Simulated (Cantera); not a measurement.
A freely propagating, adiabatic, planar premixed flame of 29.4 % H2, 14.7 % O2, 55.3 % N2, 0.559 % H2O, unburnt at 598 K and 100.0 Torr; mixture-averaged transport, grid criteria slope 0.08 and curve 0.16, no radiation.

Computed with Cantera and the H2/O2 subset of GRI-Mech 3.0, which has no nitrogen chemistry. Burning velocities carry a grid error of a few per cent, more on coarse grids.

x: mole fraction of selected species; z is measured from the peak of heat release.

```tsv
z (mm)	T (K)	u (m/s)	x H2	x O2	x O	x H2O2	x H	x OH
-19.6	598	5.91	0.294	0.147	<1e-8	<1e-8	<1e-8	<1e-8
-13.0	598	5.91	0.294	0.147	<1e-8	<1e-8	<1e-8	<1e-8
-9.78	598	5.91	0.294	0.147	<1e-8	<1e-8	<1e-8	<1e-8
-6.52	598	5.91	0.294	0.147	<1e-8	<1e-8	9.67e-8	<1e-8
-3.26	603	5.96	0.293	0.147	5.60e-6	4.25e-7	0.000226	1.88e-5
-1.63	___	6.97	0.273	0.144	0.000223	8.21e-7	0.00761	0.000299
0	___	10.5	0.138	0.0964	0.00765	7.14e-7	0.0652	0.00320
1.63	1379	12.9	0.0505	0.0412	0.0154	8.45e-7	0.0894	0.00830
3.26	___	13.9	0.0474	0.0352	0.0159	6.52e-7	0.0801	0.0108
6.52	___	15.1	0.0491	0.0320	0.0150	3.91e-7	0.0663	0.0136
13.0	___	16.3	0.0495	0.0285	0.0132	2.04e-7	0.0518	0.0163
26.1	1956	17.6	0.0478	0.0247	0.0108	1.08e-7	0.0380	0.0184
52.1	___	18.8	0.0439	0.0208	0.00807	6.55e-8	0.0260	0.0192
```

Question: What belongs in the gaps?

Answer: 
- -1.63, T (K): 712
- 0, T (K): 1104
- 3.26, T (K): 1498
- 6.52, T (K): 1638
- 13.0, T (K): 1794
- 52.1, T (K): 2115
